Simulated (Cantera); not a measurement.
Cantera run, input and output.

```python
import numpy as np
import cantera as ct

gas = ct.Solution("gri30.yaml")
gas.TPX = 1300, 1333, {'H2': 0.05, 'O2': 1, 'N2': 0.24}
reactor = ct.IdealGasConstPressureReactor(gas, energy="off", clone=False)
net = ct.ReactorNet([reactor])
net.rtol, net.atol = 1e-08, 1e-18
show = ['H2', 'O2', 'NO', 'H2O', 'H', 'NO2', 'N2O']
times = np.geomspace(1e-06, 40, 15)

steps = ct.SolutionArray(gas, extra=["t"])
rows = []
print(f"{'t/s':>10s}{'T/K':>9s}{'P/Pa':>11s}" + "".join(f"{s:>11s}" for s in show))
for t in times:
    while net.time < t:
        t_next = net.step()
        steps.append(gas.state, t=t_next)
    rows.append([np.interp(t, steps.t, y) for y in (steps.T, steps.P, *steps(*show).X.T)])
    print(f"{t:10.3e}{rows[-1][0]:9.1f}{rows[-1][1]:11.4g}" + "".join(f"{x:11.3e}" for x in rows[-1][2:]))
rate = np.gradient(steps.T, steps.t)
print("integrator steps:", len(steps.t))
if steps.T.max() > steps.T[0] + 200:
    print(f"time of steepest temperature rise: {steps.t[rate.argmax()]:.4e} s")
gas.TPX = 1300, 1333, {'H2': 0.05, 'O2': 1, 'N2': 0.24}
gas.equilibrate("TP")
print(f"equilibrium (TP): T = {gas.T:.1f} K  " + "  ".join(f"{s} {gas[s].X[0]:.3e}" for s in show))
```

It prints:

```
       t/s      T/K       P/Pa         H2         O2         NO        H2O          H        NO2        N2O
 1.000e-06   1300.0       1333  3.876e-02  7.752e-01  3.863e-25  1.038e-14  1.557e-10  1.768e-34  4.944e-18
 3.491e-06   1300.0       1333  3.876e-02  7.752e-01  1.654e-23  4.217e-13  5.256e-10  2.662e-32  1.735e-17
 1.219e-05   1300.0       1333  3.876e-02  7.752e-01  7.558e-22  1.666e-11  1.649e-09  5.015e-30  6.164e-17
 4.256e-05   1300.0       1333  3.876e-02  7.752e-01  3.330e-20  5.636e-10  4.468e-09  1.211e-27  2.289e-16
 1.486e-04   1300.0       1333  3.876e-02  7.752e-01  1.197e-18  1.544e-08  1.445e-08  3.508e-25  9.832e-16
 5.188e-04   1300.0       1333  3.876e-02  7.752e-01  7.272e-17  7.873e-07  2.544e-07  1.802e-22  7.101e-15
 1.811e-03   1300.0       1333  2.877e-02  7.674e-01  4.263e-11  7.286e-03  2.156e-03  8.889e-16  2.150e-11
 6.325e-03   1300.0       1333  6.123e-04  7.440e-01  2.905e-08  3.405e-02  4.763e-03  9.380e-13  1.975e-09
 2.208e-02   1300.0       1333  5.112e-04  7.488e-01  1.085e-07  3.504e-02  3.545e-03  3.937e-12  3.250e-09
 7.710e-02   1300.0       1333  2.881e-04  7.587e-01  2.197e-07  3.699e-02  1.431e-03  1.138e-11  3.938e-09
 2.692e-01   1300.0       1333  7.281e-05  7.676e-01  2.664e-07  3.867e-02  1.753e-04  3.038e-11  5.368e-09
 9.398e-01   1300.0       1333  9.419e-06  7.702e-01  2.740e-07  3.928e-02  8.086e-06  7.337e-11  6.822e-09
 3.281e+00   1300.0       1333  1.160e-06  7.706e-01  2.764e-07  3.944e-02  3.504e-07  1.106e-10  7.260e-09
 1.146e+01   1300.0       1333  1.884e-07  7.707e-01  2.774e-07  3.949e-02  2.302e-08  1.869e-10  6.303e-09
 4.000e+01   1300.0       1333  4.845e-08  7.707e-01  2.776e-07  3.951e-02  3.015e-09  4.882e-10  3.532e-09
integrator steps: 1686
equilibrium (TP): T = 1300.0 K  H2 3.406e-08  O2 7.706e-01  NO 3.739e-04  H2O 3.951e-02  H 1.780e-09  NO2 8.939e-07  N2O 1.404e-09
```

Computed with Cantera and GRI-Mech 3.0 (53 species, 325 reactions). Radical loss at walls, strong at low pressure, is not modelled. The temperature is held fixed by assumption; the heat of reaction is taken as removed at once.
